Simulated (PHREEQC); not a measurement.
## Phosphoric acid bath (model solution)

Solution (25 °C): 0.064 mol/kgw KH2PO4 and 0.038 mol/kgw HCl. Closed to the air; pH follows from the charge balance.

All values are PHREEQC results (ion-association model, phreeqc.dat), not measurements.

Precipitation was switched off in this run.

Problem. What pH does the model give?

Solution. pH 2.14.

Problem. In which forms is P present?

Solution. H2PO4- 54 %, H3PO4 46 % of the P.
